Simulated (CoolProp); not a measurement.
Hydrogen sulfide at 298.15 K and 14.5 MPa is throttled through a valve to 9.14 MPa with no heat exchange. Each further row changes one setting.

Computed with CoolProp (reference Helmholtz-energy equation of state, Lemmon 2006). It is a short technical equation, of lower accuracy than the large ones.

| case | temperature change (K) | final density (kg/m³) |
|---|---|---|
| as stated | +0.6 | 793 |
| outlet pressure 2.74 MPa | +0.8 | 775 |
| outlet pressure 11.9 MPa | +0.3 | 800 |
